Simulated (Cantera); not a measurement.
**Oxide etching and cleaning by halides: CuO + HF**

Charge: 1 mol CuO, 31 mol HF, equilibrated at 1.00 bar.

Equilibrium computed with Cantera from the NASA thermochemical tables; the gas is ideal and each condensed phase is pure. Candidate condensed phases: Cu, CuF2, CuO, Cu(OH)2, Cu2O, H2O; 27 gas species. Mutual solubility and eutectic melting of coexisting phases are not modelled. Rates play no part.

```json
[
 {"T (°C)": "752", "x HF": "0.995", "x CuF": "4.73e-6", "x H2O": "0.00506", "x O2": "0.000281", "x CuF2": "2.52e-5", "n CuF2(s)": "0.155", "n CuO(s)": "0.809", "n Cu2O(s)": "0.0173", "n CuF2(l)": "0", "n Cu2O(l)": "0"},
 {"T (°C)": "852", "x HF": "0.993", "x CuF": "6.23e-5", "x H2O": "0.00259", "x O2": "0.00445", "x CuF2": "0.000314", "n CuF2(s)": "0", "n CuO(s)": "0.367", "n Cu2O(s)": "0.276", "n CuF2(l)": "0.0697", "n Cu2O(l)": "0"},
 {"T (°C)": "952", "x HF": "0.989", "x CuF": "0.000497", "x H2O": "0.00169", "x O2": "0.00764", "x CuF2": "0.00144", "n CuF2(s)": "0", "n CuO(s)": "0", "n Cu2O(s)": "0.470", "n CuF2(l)": "0", "n Cu2O(l)": "0"},
 {"T (°C)": "1052", "x HF": "0.986", "x CuF": "0.00185", "x H2O": "0.00283", "x O2": "0.00752", "x CuF2": "0.00191", "n CuF2(s)": "0", "n CuO(s)": "0", "n Cu2O(s)": "0.441", "n CuF2(l)": "0", "n Cu2O(l)": "0"},
 {"T (°C)": "1152", "x HF": "0.980", "x CuF": "0.00537", "x H2O": "0.00487", "x O2": "0.00744", "x CuF2": "0.00218", "n CuF2(s)": "0", "n CuO(s)": "0", "n Cu2O(s)": "0.382", "n CuF2(l)": "0", "n Cu2O(l)": "0"},
 {"T (°C)": "1252", "x HF": "0.969", "x CuF": "0.0126", "x H2O": "0.00848", "x O2": "0.00741", "x CuF2": "0.00218", "n CuF2(s)": "0", "n CuO(s)": "0", "n Cu2O(s)": "0", "n CuF2(l)": "0", "n Cu2O(l)": "0.267"},
 {"T (°C)": "1352", "x HF": "0.954", "x CuF": "0.0231", "x H2O": "0.0134", "x O2": "0.00744", "x CuF2": "0.00189", "n CuF2(s)": "0", "n CuO(s)": "0", "n Cu2O(s)": "0", "n CuF2(l)": "0", "n Cu2O(l)": "0.105"},
 {"T (°C)": "1452", "x HF": "0.944", "x CuF": "0.0300", "x H2O": "0.0164", "x O2": "0.00753", "x CuF2": "0.00143", "n CuF2(s)": "0", "n CuO(s)": "0", "n Cu2O(s)": "0", "n CuF2(l)": "0", "n Cu2O(l)": "0"}
]
```
x: gas mole fraction; n: condensed amount in mol.

At 752 °C the condensed part is CuF2(s) + CuO(s) + Cu2O(s). At 852 °C the condensed part is CuF2(l) + CuO(s) + Cu2O(s). From 952 °C to 1152 °C the condensed part is Cu2O(s). From 1252 °C to 1352 °C the condensed part is Cu2O(l). At 1452 °C nothing is condensed. The main Cu-bearing gas is CuF2 at 752 °C and CuF at 1452 °C. The share of Cu in condensed phases is highest at 752 °C (99.9 %) and lowest at 1452 °C (0.0 %).
